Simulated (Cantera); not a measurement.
A closed system holds: 1 mol borazine, 4.7 mol NH3, equilibrated at 1775 K and 0.260 bar.

Equilibrium computed with Cantera from the NASA thermochemical tables; the gas is ideal and each condensed phase is pure. Candidate condensed phases: B, BN; 15 gas species. The feed counts by its element totals alone. Equilibrium is a limit: real reactors are often held back by kinetics, nucleation or transport.

Task: What is the equilibrium state?

Result: 
- x(H2) = 0.810
- x(N2) = 0.189
- x(H) = 0.000511
- x(NH3) = 2.54e-6
- n(BN(s)) = 3.00 mol
- gas amount = 12.40 mol
- log10 activity of B(s) (absent) = -2.13
